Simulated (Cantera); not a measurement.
Charge: 1 mol PbO, 2.4 mol CO, held at 1.00 bar.

Cantera equilibrium calculation (NASA polynomials, part measured and part estimated; ideal gas, pure solids and liquids). Candidate condensed phases: C, Pb, PbO, PbO₂, Pb₃O₄; 15 gas species. Gases not in the tables: (PbO)n polymers. Kinetics and transport are ignored.

x: gas mole fraction; n: condensed amount in mol.

| T (K) | x CO | x CO₂ | x Pb | x PbO | x O₂ | n Pb(l) |
|---|---|---|---|---|---|---|
| 1548 | 0.561 | 0.401 | 0.0384 | 3.98e-5 | (withheld) | 0.904 |
| 1698 | 0.506 | 0.361 | 0.132 | 0.000390 | (withheld) | 0.633 |
| 1848 | 0.414 | 0.292 | 0.291 | 0.00204 | (withheld) | 0 |
| 1998 | 0.416 | 0.290 | 0.289 | 0.00416 | (withheld) | 0 |
| 2148 | 0.419 | 0.287 | 0.286 | 0.00753 | (withheld) | 0 |
| 2298 | 0.424 | 0.282 | 0.281 | 0.0123 | (withheld) | 0 |
| 2448 | 0.431 | 0.275 | 0.275 | 0.0184 | (withheld) | 0 |
| 2598 | 0.440 | 0.265 | 0.268 | 0.0253 | (withheld) | 0 |

Q: Fill in the missing entries.

A: 
- 1548, x O₂: 4.93e-11
- 1698, x O₂: 2.29e-9
- 1848, x O₂: 5.55e-8
- 1998, x O₂: 8.22e-7
- 2148, x O₂: 8.15e-6
- 2298, x O₂: 5.81e-5
- 2448, x O₂: 0.000315
- 2598, x O₂: 0.00134
